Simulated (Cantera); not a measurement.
## Moist CO burnout

An isothermal, constant-pressure homogeneous reactor starts with 0.461 % CO, 2.16 % O₂, 3.29 % H₂O, 94.1 % N₂, equivalence ratio 0.11, at 1000 K and 7500 Torr.

Computed with Cantera and GRI-Mech 3.0 (53 species, 325 reactions).

```csv
t (s),x CO,x O₂,x H₂O,x CO₂,x H
1.00e-5,0.00461,0.0216,0.0329,1.13e-11,<1e-12
2.39e-5,0.00461,0.0216,0.0329,3.02e-11,<1e-12
5.72e-5,0.00461,0.0216,0.0329,9.22e-11,<1e-12
0.000137,0.00461,0.0216,0.0329,3.06e-10,<1e-12
0.000327,0.00461,0.0216,0.0329,9.89e-10,1.07e-12
0.000782,0.00461,0.0216,0.0329,3.07e-9,1.38e-12
0.00187,0.00461,0.0216,0.0329,1.03e-8,2.12e-12
0.00447,0.00461,0.0216,0.0329,4.18e-8,4.14e-12
0.0107,0.00461,0.0216,0.0329,2.19e-7,1.07e-11
0.0256,0.00461,0.0216,0.0329,1.65e-6,4.31e-11
0.0612,0.00459,0.0216,0.0329,2.31e-5,3.51e-10
0.146,0.00437,0.0215,0.0329,0.000240,9.47e-10
0.350,0.00380,0.0212,0.0329,0.000809,8.09e-10
0.836,0.00282,0.0208,0.0330,0.00179,5.40e-10
2.00,0.00161,0.0202,0.0330,0.00301,2.40e-10
```
x: mole fraction; the columns are a selection and need not sum to one.

Equilibrium at this temperature and pressure: CO <1e-12, O₂ 0.0194, H₂O 0.0330, CO₂ 0.00462, H <1e-12 (gas phase only).
